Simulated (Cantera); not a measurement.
Thermodynamics of fluorocarbon and chlorocarbon gases, feed CHF3 + H2

Input: 1 mol CHF3, 9.1 mol H2.

Equilibrium computed with Cantera from the NASA thermochemical tables; the gas is ideal and each condensed phase is pure. Candidate condensed phases: C, C6H6, C7H8, C8H18; 95 gas species. The numbers say what is thermodynamically allowed, not how fast it happens.

Stable condensed phases:

```
T in K \ P in Pa
              1    5.2     27    140    720   3700  19000 100000
   3500       A      A      A      A      A      A      A      A
   3300       A      A      A      A      A      A      A      A
   3100       A      A      A      A      A      A      A      A
   2900       A      A      A      A      A      B      B      B
   2700       A      A      A      B      B      B      B      B
   2500       A      B      B      B      B      B      B      B
   2300       B      B      B      B      B      B      B      B
   2100       B      B      B      B      B      B      B      B
   1900       B      B      B      B      B      B      B      B
   1700       B      B      B      B      B      B      B      B
   1500       B      B      B      B      B      B      B      B
   1300       B      B      B      B      B      B      B      B
   1100       B      B      B      B      B      B      B      B
    900       B      B      B      B      B      B      B      A
```

A: gas only; B: C.
